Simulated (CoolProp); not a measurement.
Vapour-liquid equilibrium of n-heptane (1) + toluene (2) at 177.45 °C; x and y are mole fractions of (1).

Values from CoolProp's multi-fluid Helmholtz-energy mixture model, Span 2003 and Lemmon 2006; pair parameters Bell 2016.

| x | bubble pressure (MPa) | y at the bubble point | dew pressure at overall composition x (MPa) | liquid density (mol/L) |
|---|---|---|---|---|
| 0.05 | 0.5083 | 0.076 | 0.5028 | 7.491 |
| 0.2 | 0.5489 | 0.263 | 0.5354 | 7.042 |
| 0.35 | 0.5799 | 0.416 | 0.5669 | 6.636 |
| 0.5 | 0.6042 | 0.554 | 0.5952 | 6.269 |
| 0.65 | 0.6233 | 0.686 | 0.6186 | 5.936 |
| 0.8 | 0.6381 | 0.818 | 0.6364 | 5.632 |
| 0.95 | 0.6494 | 0.954 | 0.6491 | 5.356 |

No azeotrope shows between x = 0.05 and 0.95.

Pair parameters are fitted to limited data, so mixtures are less certain than the pure fluids.
